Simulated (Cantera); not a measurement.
## Equilibrium for carbothermic reduction: TiO₂ + CH₄ + H₂

Feed: 1 mol TiO₂, 3.1 mol CH₄, 3.2 mol H₂, at 1 atm.

Equilibrium computed with Cantera from the NASA thermochemical tables; the gas is ideal and each condensed phase is pure. Candidate condensed phases: C, C₆H₆, C₇H₈, C₈H₁₈, H₂O, Ti, TiC, TiO, TiO₂, Ti₂O₃, Ti₃O₅, Ti₄O₇; 113 gas species. Mutual solubility and eutectic melting of coexisting phases are not modelled. TiC: taken at fixed stoichiometry. Condensed phases not in the tables: Magnéli phases beyond Ti₄O₇. Kinetics and transport are ignored.

```json
[
 {"T (°C)": "927", "x H₂": "0.959", "x CO": "0.0256", "x CH₄": "0.0147", "x H₂O": "0.000646", "x H": "1.92e-7", "n C(graphite)": "2.72", "n Ti₄O₇(s)": "0.250", "n Ti₃O₅(s)": "0", "n TiC(s)": "0"},
 {"T (°C)": "977", "x H₂": "0.963", "x CO": "0.0258", "x CH₄": "0.0103", "x H₂O": "0.000379", "x H": "4.71e-7", "n C(graphite)": "2.75", "n Ti₄O₇(s)": "0.250", "n Ti₃O₅(s)": "0", "n TiC(s)": "0"},
 {"T (°C)": "1027", "x H₂": "0.958", "x CO": "0.0342", "x CH₄": "0.00732", "x H₂O": "0.000303", "x H": "1.08e-6", "n C(graphite)": "2.70", "n Ti₄O₇(s)": "0", "n Ti₃O₅(s)": "0.333", "n TiC(s)": "0"},
 {"T (°C)": "1077", "x H₂": "0.960", "x CO": "0.0342", "x CH₄": "0.00539", "x H₂O": "0.000191", "x H": "2.32e-6", "n C(graphite)": "2.72", "n Ti₄O₇(s)": "0", "n Ti₃O₅(s)": "0.333", "n TiC(s)": "0"},
 {"T (°C)": "1127", "x H₂": "0.938", "x CO": "0.0578", "x CH₄": "0.00385", "x H₂O": "0.000205", "x H": "4.68e-6", "n C(graphite)": "2.34", "n Ti₄O₇(s)": "0", "n Ti₃O₅(s)": "0.285", "n TiC(s)": "0.146"},
 {"T (°C)": "1177", "x H₂": "0.873", "x CO": "0.124", "x CH₄": "0.00255", "x H₂O": "0.000274", "x H": "8.78e-6", "n C(graphite)": "1.15", "n Ti₄O₇(s)": "0", "n Ti₃O₅(s)": "0.134", "n TiC(s)": "0.597"},
 {"T (°C)": "1227", "x H₂": "0.822", "x CO": "0.176", "x CH₄": "0.00176", "x H₂O": "0.000251", "x H": "1.59e-5", "n C(graphite)": "0.0828", "n Ti₄O₇(s)": "0", "n Ti₃O₅(s)": "0", "n TiC(s)": "1.00"},
 {"T (°C)": "1277", "x H₂": "0.823", "x CO": "0.176", "x CH₄": "0.00139", "x H₂O": "0.000177", "x H": "2.84e-5", "n C(graphite)": "0.0859", "n Ti₄O₇(s)": "0", "n Ti₃O₅(s)": "0", "n TiC(s)": "1.00"},
 {"T (°C)": "1327", "x H₂": "0.823", "x CO": "0.176", "x CH₄": "0.00112", "x H₂O": "0.000128", "x H": "4.90e-5", "n C(graphite)": "0.0882", "n Ti₄O₇(s)": "0", "n Ti₃O₅(s)": "0", "n TiC(s)": "1.00"},
 {"T (°C)": "1377", "x H₂": "0.823", "x CO": "0.176", "x CH₄": "0.000913", "x H₂O": "9.42e-5", "x H": "8.19e-5", "n C(graphite)": "0.0898", "n Ti₄O₇(s)": "0", "n Ti₃O₅(s)": "0", "n TiC(s)": "1.00"},
 {"T (°C)": "1427", "x H₂": "0.823", "x CO": "0.175", "x CH₄": "0.000753", "x H₂O": "7.07e-5", "x H": "0.000133", "n C(graphite)": "0.0908", "n Ti₄O₇(s)": "0", "n Ti₃O₅(s)": "0", "n TiC(s)": "1.00"},
 {"T (°C)": "1477", "x H₂": "0.824", "x CO": "0.175", "x CH₄": "0.000628", "x H₂O": "5.39e-5", "x H": "0.000210", "n C(graphite)": "0.0912", "n Ti₄O₇(s)": "0", "n Ti₃O₅(s)": "0", "n TiC(s)": "1.00"}
]
```
x: gas mole fraction; n: condensed amount in mol.

From 927 °C to 977 °C the condensed part is C(graphite) + Ti₄O₇(s). From 1027 °C to 1077 °C the condensed part is C(graphite) + Ti₃O₅(s). From 1127 °C to 1177 °C the condensed part is C(graphite) + TiC(s) + Ti₃O₅(s). From 1227 °C to 1477 °C the condensed part is C(graphite) + TiC(s).
